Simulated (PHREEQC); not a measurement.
PHREEQC input (Pitzer model, pitzer.dat):

```
SOLUTION 1
  temp 60
  units mol/kgw
  pH 7 charge
  Cl 0.284
  Ca 0.027
  Na 0.05
  K 0.18
END
USE solution 1
INCREMENTAL_REACTIONS false
REACTION 1
  H2O -1
  0 9.886 18.011 24.689 30.178 34.689 38.397 41.444
  43.949 46.007 47.699 49.089 50.232 51.172 51.944 52.578
  53.1 53.528 53.88 54.17 54.408 54.603 54.764 54.896
  55.005 55.094 55.168 moles
EQUILIBRIUM_PHASES 1
  Halite 0 0
  Portlandite 0 0
  Sylvite 0 0
SELECTED_OUTPUT 1
  -reset false
  -pH true
  -pe true
  -ionic_strength true
  -water true
  -activities H2O
  -totals Ca Cl K Na
  -molalities H+ Na+ K+ Ca+2 Cl- OH-
  -equilibrium_phases Halite Portlandite Sylvite
PRINT
  -reset false
END
```

Selected output (columns that matter, 9 of 27 rows; water left (kg) added in front):

```
water left (kg)	pH	mu	Ca	Cl	K	Na	m_H+	m_Na+	m_K+	m_Ca+2	m_Cl-	la_H2O	Halite	Sylvite
1	6.4714	0.311	0.027	0.284	0.18	0.05	4.559e-07	0.05	0.18	0.027	0.284	-0.0038082	0	0
0.555203	6.4491	0.56016	0.048631	0.51152	0.32421	0.090057	4.7755e-07	0.090057	0.32421	0.048631	0.51152	-0.0068489	0	0
0.30824	6.4135	1.009	0.087594	0.92136	0.58396	0.16221	4.8959e-07	0.16221	0.58396	0.087594	0.92136	-0.012439	0	0
0.140655	6.3293	2.2111	0.19196	2.0191	1.2797	0.35548	4.6728e-07	0.35548	1.2797	0.19196	2.0191	-0.028376	0	0
0.0780853	6.2161	3.9828	0.34578	3.6371	2.3052	0.64033	3.9952e-07	0.64033	2.3052	0.34578	3.6371	-0.054693	0	0
0.0433504	6.0254	7.1741	0.62283	6.5513	4.1522	1.1534	2.8875e-07	1.1534	4.1522	0.62283	6.5513	-0.10867	0	0
0.0197855	5.5845	10.057	1.3646	8.6925	3.4361	2.5271	3.0778e-07	2.5271	3.4361	1.3646	8.6925	-0.16176	0	0.11202
0.0109937	5.1343	12.309	2.456	9.8529	2.951	1.99	4.7094e-07	1.99	2.951	2.456	9.8529	-0.19719	0.028123	0.14756
0.00609332	4.2757	16.413	4.4311	11.982	2.4045	0.71581	9.943e-07	0.71581	2.4045	4.4311	11.982	-0.28703	0.045638	0.16535
```

At this temperature some constants are extrapolated from 25 °C, and those without enthalpy data are left unchanged.
